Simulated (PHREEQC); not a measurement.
Make-up at 90 °C: 1.6 mmol/kgw HCl and 6.7 mmol/kgw Li2SO4. It is in equilibrium with CO2 at log p = -1 (atm). Otherwise closed; pH follows from the charge balance.

The numbers come from PHREEQC with the Pitzer model, pitzer.dat.

This is a speciation only: nothing precipitates in the calculation.

### Question
What pH, osmotic coefficient, ionic strength does the model give?

### Answer
pH 3.36; osmotic coefficient 0.918; ionic strength 0.0196 mol/kgw.

### Question
In which forms is S present?

### Answer
SO4-2 84 %, HSO4- 16 % of the S.

At this temperature some constants are extrapolated from 25 °C, and those without enthalpy data are left unchanged.
